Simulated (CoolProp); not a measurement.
Carbonyl sulfide along the isobar 7080 kPa: fugacity coefficient from the reference equation and from simpler models built on Tc = 378.8 K, pc = 6369 kPa, ω = 0.098; each cubic takes its own stable root.

Model: reference Helmholtz-energy equation of state, Lemmon 2006, in CoolProp. It is a short technical equation, of lower accuracy than the large ones.

```
T (K)          phase  reference
-----  -------------  ---------
302.5         liquid     0.1964
315.5         liquid     0.2533
328.5         liquid     0.3178
341.5         liquid     0.3886
354.5         liquid     0.4645
367.5         liquid     0.5430
380.5  supercritical     0.6203
393.5  supercritical     0.6755
406.5  supercritical     0.7112
419.5  supercritical     0.7405
432.5  supercritical     0.7656
445.5  supercritical     0.7875
458.5  supercritical     0.8068
471.5  supercritical     0.8240
```

How far does each simpler model (van der Waals, Soave-Redlich-Kwong, Peng-Robinson) lie from the reference over these 14 states: mean and median of the absolute difference, and the worst?


- van der Waals: mean 15.8 %, median 4.0 %, worst +66.9 % at 302.5 K and 7080 kPa
- Soave-Redlich-Kwong: mean 1.1 %, median 0.6 %, worst +2.4 % at 315.5 K and 7080 kPa
- Peng-Robinson: mean 2.4 %, median 2.7 %, worst -3.4 % at 393.5 K and 7080 kPa
